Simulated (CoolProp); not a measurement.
Computed with CoolProp (reference Helmholtz-energy equation of state, Span 1996).

Problem. Give the vapour pressure (bar), liquid density (kg/m³), enthalpy of vaporisation (kJ/kg), liquid cp (kJ/(kg K)) of saturated carbon dioxide at -25.25 °C.

Solution. 
```json
[
 {"T (°C)": "-25.25", "p (bar)": "16.7", "liquid density (kg/m³)": "1060", "enthalpy of vaporisation (kJ/kg)": "294", "liquid cp (kJ/(kg K))": "2.11"}
]
```
